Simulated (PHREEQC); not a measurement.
Solution (10 °C): 0.19 mol/kgw KH2PO4 and 0.041 mol/kgw Na2CO3. Closed to the air; pH follows from the charge balance.

The numbers come from PHREEQC with the ion-association model, wateq4f.dat.

No solid was allowed to form.

### Question
Order these P species by the share of P that they hold, largest first: HPO4-2, H2PO4-, KHPO4-, NaHPO4-.

### Answer
H2PO4- (69 %), HPO4-2 (27 %), KHPO4- (2.4 %), NaHPO4- (1.1 %)

The pH is 6.40 and the ionic strength 0.317 mol/kgw. H3PO4, which wateq4f.dat lacks, is added to it with the constant of phreeqc.dat. Away from 25 °C the constants follow the database's enthalpies or fits; those with neither stay at their 25 °C values.
